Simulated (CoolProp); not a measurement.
Saturation properties of n-perfluorohexane (Tc = 174.9 °C, pc = 17.42 bar, ω = 0.497).

Values from CoolProp's reference Helmholtz-energy equation of state, Gao 2022.

```csv
T (°C),p (bar),liquid density (kg/m³),enthalpy of vaporisation (kJ/kg),liquid cp (kJ/(kg K)),vapour Z
-21.55,?,1807,104.7,?,0.9966
-12.15,0.04274,1781,102.4,0.9887,0.9944
-2.75,0.07425,1755,100.1,1.003,0.9914
6.55,0.1224,1729,97.76,1.018,0.9873
15.95,0.1948,1702,95.41,1.033,0.9819
25.35,?,1675,93.02,1.047,0.9749
34.65,0.4413,1648,?,1.062,0.9663
44.05,0.6361,1619,88.11,1.077,0.9558
53.35,?,1590,?,1.092,0.9432
62.75,1.221,1560,?,1.107,0.9283
72.15,1.641,1529,?,1.123,0.9109
81.45,2.157,1496,77.11,1.140,0.8910
90.85,2.798,1462,73.98,1.158,0.8680
```

Problem. Fill in the missing entries.

Solution. 
- -21.55, p (bar): 0.02333
- -21.55, liquid cp (kJ/(kg K)): 0.9739
- 25.35, p (bar): 0.2986
- 34.65, enthalpy of vaporisation (kJ/kg): 90.61
- 53.35, p (bar): 0.8900
- 53.35, enthalpy of vaporisation (kJ/kg): 85.54
- 62.75, enthalpy of vaporisation (kJ/kg): 82.85
- 72.15, enthalpy of vaporisation (kJ/kg): 80.04

It boils at 57.1 °C under 1 atm.
